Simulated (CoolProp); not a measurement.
A simple Rankine cycle with neopentane: condensing at 292.15 K, boiler at 1.23 MPa, turbine inlet 393 K, turbine efficiency 0.8, pump efficiency 0.7, no recuperator. Each further row changes one setting.

Model: reference Helmholtz-energy equation of state, Lemmon 2006, in CoolProp. It is a short technical equation, of lower accuracy than the large ones.

```csv
case,thermal efficiency (%),net work (kJ/kg),heat in (kJ/kg),turbine exit temperature (K),volume ratio over the turbine
as stated,13.4,62.9,471,___,___
turbine inlet 413 K,13.1,68.1,519,368.4,___
condensing temperature 284.15 K,14.6,71.1,489,341.9,12.5
boiler pressure 0.861 MPa,11.5,55.6,483,356.8,6.27
turbine efficiency 0.7,11.6,54.7,471,350.9,9.65
```

Problem. Complete the blanks.

Solution. 
- as stated, turbine exit temperature (K): 346.7
- as stated, volume ratio over the turbine: 9.52
- turbine inlet 413 K, volume ratio over the turbine: 9.20
